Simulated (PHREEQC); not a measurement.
PHREEQC input (ion-association model, wateq4f.dat):

```
SOLUTION_MASTER_SPECIES
  An  An-  0  An  62.0  # stands for a non-complexing anion
SOLUTION_SPECIES
  An- = An-
    -log_k 0
    -gamma 3.0 0
PHASES
  Fix_H+
    H+ = H+
    -log_k 0
SOLUTION 1
  temp 25
  units mmol/kgw
  pH 7 charge
  As(3) 0.02
  Na 300.02
  An 300
END
SELECTED_OUTPUT 1
  -reset false
  -pH true
  -pe true
  -ionic_strength true
  -water true
  -totals As Na As(3) As(5)
  -molalities Hfo_wOH Hfo_wOH2+ Hfo_wO- Hfo_sOH Hfo_sOH2+ Hfo_sO- Hfo_wH2AsO3
  -saturation_indices Arsenolite
USER_PUNCH 1
  -headings sigma psi
  10 PUNCH EDL("sigma", "Hfo"), EDL("psi", "Hfo")
PRINT
  -reset false
USE solution 1
SURFACE 1
  Hfo_wOH 0.00337079 600 1.5
  Hfo_sOH 8.42697e-05
EQUILIBRIUM_PHASES 1
  Fix_H+ -4 HAn 10
    -force_equality true
END
# ... the last block is repeated for the other 16 points of pH, with NaOH or the acid as the point needs
```

Selected output (columns that matter, 11 of 17 rows; pH added in front):

```
pH	mu	As	Na	m_Hfo_wOH	m_Hfo_wOH2+	m_Hfo_wO-	m_Hfo_sOH	m_Hfo_sOH2+	m_Hfo_sO-	m_Hfo_wH2AsO3	si_Arsenolite	sigma	psi
4	0.30177	3.6849e-07	0.30002	0.00019138	0.0031595	2.6557e-07	4.8126e-06	7.945e-05	6.6782e-09	1.9631e-05	-11.413	0.34724	0.12259
4.75	0.30142	1.0777e-07	0.30002	0.00066311	0.002684	3.753e-06	1.6676e-05	6.7499e-05	9.4383e-08	1.9892e-05	-12.481	0.29459	0.11434
5.12	0.30122	7.0584e-08	0.30002	0.0010145	0.0023262	1.0136e-05	2.5513e-05	5.8501e-05	2.549e-07	1.9929e-05	-12.849	0.25456	0.10705
5.88	0.3008	4.1105e-08	0.30002	0.001746	0.0015601	4.4763e-05	4.3909e-05	3.9235e-05	1.1257e-06	1.9959e-05	-13.319	0.16655	0.086302
6.25	0.30062	3.5394e-08	0.30002	0.0020305	0.0012444	7.5898e-05	5.1065e-05	3.1296e-05	1.9088e-06	1.9965e-05	-13.45	0.12844	0.074101
7	0.30033	3.0133e-08	0.30002	0.0024061	0.00077322	0.00017152	6.051e-05	1.9446e-05	4.3136e-06	1.997e-05	-13.597	0.066134	0.046319
7.75	0.30011	2.9703e-08	0.30002	0.0025566	0.00048622	0.00030797	6.4297e-05	1.2228e-05	7.7451e-06	1.997e-05	-13.65	0.019592	0.01543
8.12	0.30002	3.1702e-08	0.30002	0.0025722	0.00038688	0.00039177	6.4688e-05	9.7295e-06	9.8526e-06	1.9968e-05	-13.655	-0.00053792	-0.00043011
8.88	0.30021	5.1229e-08	0.30042	0.0024971	0.00022848	0.00062521	6.28e-05	5.7461e-06	1.5723e-05	1.9948e-05	-13.631	-0.043605	-0.03262
9.25	0.30034	8.4802e-08	0.30066	0.0023959	0.00016689	0.00078801	6.0254e-05	4.1969e-06	1.9817e-05	1.9914e-05	-13.596	-0.06827	-0.047499
10	0.30075	3.9751e-07	0.30137	0.00201	7.2981e-05	0.0012682	5.0543e-05	1.8352e-06	3.1889e-05	1.9599e-05	-13.457	-0.13137	-0.075129
```
